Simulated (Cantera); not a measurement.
Cantera run, input and output.

```python
import numpy as np
import cantera as ct

gas = ct.Solution("gri30.yaml")
gas.TPX = 598, 1000000, {'CO': 1, 'H2': 0.38, 'O2': 0.627, 'N2': 2.36}
flame = ct.FreeFlame(gas, width=0.008)
flame.set_refine_criteria(ratio=3, slope=0.08, curve=0.16)
flame.transport_model = "mixture-averaged"
flame.solve(loglevel=0, auto=True)
z, T = flame.grid, flame.T
thick = (T[-1] - T[0]) / np.gradient(T, z).max()
show = ['CO', 'H2', 'O2', 'H', 'OH', 'N2O']
print(f"laminar burning velocity  {flame.velocity[0] * 100:.3f} cm/s")
print(f"burnt temperature         {T[-1]:.1f} K")
print(f"thermal thickness         {thick * 1e3:.4f} mm")
print(f"grid points               {len(z)}")
z0 = z[flame.heat_release_rate.argmax()]
print(f"{'z/mm':>9s}{'T/K':>9s}{'u/(m/s)':>9s}" + "".join(f"{s:>11s}" for s in show))
rows = []
for k in (-3, -2, -1.5, -1, -0.5, -0.25, 0, 0.25, 0.5, 1, 2, 4, 8):
    zz = z0 + k * thick
    rows.append([k * thick, np.interp(zz, z, T), np.interp(zz, z, flame.velocity),
                 *(np.interp(zz, z, flame.X[gas.species_index(s)]) for s in show)])
    print(f"{rows[-1][0] * 1e3:9.3f}{rows[-1][1]:9.1f}{rows[-1][2]:9.3f}" + "".join(f"{x:11.3e}" for x in rows[-1][3:]))
```

Output:

```
laminar burning velocity  179.691 cm/s
burnt temperature         2626.2 K
thermal thickness         0.0431 mm
grid points               118
     z/mm      T/K  u/(m/s)         CO         H2         O2          H         OH        N2O
   -0.129    598.0    1.796  2.291e-01  8.677e-02  1.436e-01  4.821e-15  2.055e-14  2.727e-14
   -0.086    598.1    1.795  2.293e-01  8.576e-02  1.438e-01  2.496e-13  9.057e-13  8.071e-13
   -0.065    598.8    1.794  2.298e-01  8.377e-02  1.441e-01  6.821e-12  2.323e-11  1.035e-11
   -0.043    604.1    1.799  2.310e-01  7.815e-02  1.448e-01  2.003e-10  7.499e-10  1.407e-10
   -0.022    689.0    2.018  2.324e-01  5.945e-02  1.443e-01  1.290e-06  2.276e-06  6.603e-09
   -0.011   1003.4    2.891  2.212e-01  3.958e-02  1.305e-01  3.575e-04  3.621e-04  7.134e-08
    0.000   1486.7    4.203  1.880e-01  1.857e-02  9.573e-02  3.281e-03  2.411e-03  3.939e-07
    0.011   1818.5    5.041  1.484e-01  8.363e-03  6.329e-02  5.926e-03  5.705e-03  8.471e-07
    0.022   2011.1    5.488  1.198e-01  6.498e-03  4.616e-02  6.382e-03  7.860e-03  1.023e-06
    0.043   2210.9    5.932  9.275e-02  6.266e-03  3.253e-02  5.216e-03  9.102e-03  1.026e-06
    0.086   2379.8    6.307  7.580e-02  5.382e-03  2.378e-02  3.133e-03  8.589e-03  1.001e-06
    0.172   2502.1    6.572  6.375e-02  4.315e-03  1.751e-02  1.752e-03  7.285e-03  9.480e-07
    0.345   2578.2    6.732  5.529e-02  3.623e-03  1.320e-02  1.120e-03  6.194e-03  8.608e-07
```

Computed with Cantera and GRI-Mech 3.0 (53 species, 325 reactions). The hydrogen kinetics of GRI-Mech 3.0 are dated; newer H2 mechanisms differ, most at raised pressure. Burning velocities carry a grid error of a few per cent, more on coarse grids.
